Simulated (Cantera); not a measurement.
An isothermal, constant-pressure homogeneous reactor starts with 33.3 % CH4, 66.7 % H2, at 1623 K and 0.132 atm.

Cantera simulation using GRI-Mech 3.0 (53 species, 325 reactions); the numbers are that mechanism's predictions, not measurements. GRI-Mech 3.0 stops at C3 and has no aromatics, soot or wall deposition, so with more carbon than oxygen in the feed, carbon stays in small species such as C2H2 where larger ones or solid carbon would form.

x: mole fraction; the columns are a selection and need not sum to one.

| t (s) | x CH4 | x H2 | x CH2 | x C2H6 | x C2H2 | x C2H4 |
|---|---|---|---|---|---|---|
| 1.00e-5 | 0.333 | 0.667 | 2.22e-12 | 5.64e-11 | <1e-12 | 1.76e-11 |
| 4.06e-5 | 0.333 | 0.667 | 5.41e-11 | 4.18e-9 | <1e-12 | [?] |
| 0.000165 | 0.333 | 0.667 | 9.82e-10 | 2.71e-7 | 3.05e-10 | [?] |
| 0.000669 | 0.333 | 0.667 | 1.38e-8 | 1.28e-5 | 1.45e-7 | [?] |
| 0.00272 | 0.331 | 0.668 | 8.03e-8 | 0.000148 | 5.39e-5 | [?] |
| 0.0110 | 0.319 | 0.675 | 1.02e-7 | 0.000194 | 0.00260 | 0.00251 |
| 0.0448 | 0.276 | 0.702 | 9.27e-8 | 0.000149 | 0.0188 | 0.00257 |
| 0.182 | 0.175 | 0.765 | 6.95e-8 | 6.60e-5 | 0.0577 | [?] |
| 0.739 | 0.0638 | 0.835 | 3.62e-8 | 1.10e-5 | 0.0999 | 0.00117 |
| 3.00 | 0.0167 | 0.864 | 1.27e-8 | 1.11e-6 | 0.118 | 0.00124 |

Problem. What belongs in the gaps?

Solution. 
- 4.06e-5, x C2H4: 2.16e-9
- 0.000165, x C2H4: 1.72e-7
- 0.000669, x C2H4: 1.14e-5
- 0.00272, x C2H4: 0.000453
- 0.182, x C2H4: 0.00158
